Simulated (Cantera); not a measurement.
**Thermodynamics of boron, boron nitride and boron oxide, feed B + H2 + N2**

A closed system holds: 1 mol B, 13 mol H2, a varied amount of N2, equilibrated at 2027 °C and 750 Torr.

Method: chemical equilibrium by Gibbs-energy minimisation in Cantera with the NASA 1993 tables (ideal gas, pure condensed phases). Candidate condensed phases: B, BN; 15 gas species. Mutual solubility and eutectic melting of coexisting phases are not modelled. The tables' values for BH2 are old estimates; treat these amounts as uncertain. Gases not in the tables: B2H6 and higher boranes. The numbers say what is thermodynamically allowed, not how fast it happens.

From 0.15 mol N2 to 0.48 mol N2 the condensed part is B(s) + BN(s). From 0.57 mol N2 to 0.95 mol N2 the condensed part is BN(s).

```json
[
 {"n(N2) (mol)": "0.15", "log p H2": "-0.01", "log p N2": "-2.24", "log p H": "-2.02", "log p BH2": "-2.69", "n B(s)": "0.823", "n BN(s)": "0.149"},
 {"n(N2) (mol)": "0.17", "log p H2": "-0.01", "log p N2": "-2.24", "log p H": "-2.02", "log p BH2": "-2.69", "n B(s)": "0.783", "n BN(s)": "0.189"},
 {"n(N2) (mol)": "0.21", "log p H2": "-0.01", "log p N2": "-2.24", "log p H": "-2.02", "log p BH2": "-2.69", "n B(s)": "0.703", "n BN(s)": "0.269"},
 {"n(N2) (mol)": "0.25", "log p H2": "-0.01", "log p N2": "-2.24", "log p H": "-2.02", "log p BH2": "-2.69", "n B(s)": "0.623", "n BN(s)": "0.349"},
 {"n(N2) (mol)": "0.29", "log p H2": "-0.01", "log p N2": "-2.24", "log p H": "-2.02", "log p BH2": "-2.69", "n B(s)": "0.543", "n BN(s)": "0.429"},
 {"n(N2) (mol)": "0.34", "log p H2": "-0.01", "log p N2": "-2.24", "log p H": "-2.02", "log p BH2": "-2.69", "n B(s)": "0.443", "n BN(s)": "0.529"},
 {"n(N2) (mol)": "0.41", "log p H2": "-0.01", "log p N2": "-2.24", "log p H": "-2.02", "log p BH2": "-2.69", "n B(s)": "0.303", "n BN(s)": "0.669"},
 {"n(N2) (mol)": "0.48", "log p H2": "-0.01", "log p N2": "-2.24", "log p H": "-2.02", "log p BH2": "-2.69", "n B(s)": "0.163", "n BN(s)": "0.809"},
 {"n(N2) (mol)": "0.57", "log p H2": "-0.01", "log p N2": "-2.20", "log p H": "-2.02", "log p BH2": "-2.71", "n B(s)": "0", "n BN(s)": "0.973"},
 {"n(N2) (mol)": "0.68", "log p H2": "-0.01", "log p N2": "-1.85", "log p H": "-2.02", "log p BH2": "-2.89", "n B(s)": "0", "n BN(s)": "0.982"},
 {"n(N2) (mol)": "0.8", "log p H2": "-0.01", "log p N2": "-1.64", "log p H": "-2.02", "log p BH2": "-3.00", "n B(s)": "0", "n BN(s)": "0.986"},
 {"n(N2) (mol)": "0.95", "log p H2": "-0.02", "log p N2": "-1.47", "log p H": "-2.02", "log p BH2": "-3.09", "n B(s)": "0", "n BN(s)": "0.988"}
]
```
log p: log10 of the partial pressure in bar; n: condensed amount in mol.
